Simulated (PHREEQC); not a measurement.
Model water analysis in mg/L, 25 °C, pH 6.78, pe 9.3: Na 0.115; K 0.114; Ca 0.394; Mg 0.00835; Cl 0.65; S(6) as SO4 0.176; Alkalinity as HCO3 0.45; F 0.003; N(5) as NO3 0.00047; Br 0.000259; Li 7.04e-05; O(0) (dissolved oxygen) 0.0252.

Valence states are taken as typed.

Equilibrium calculation in PHREEQC: ion-association model, wateq4f.dat.

No solid was allowed to form.

Question: Predict the charge-balance error.

Answer: charge-balance error -2.2 %.

Question: In which forms is C present?

Answer: HCO3- 73 %, CO2 27 % of the C.
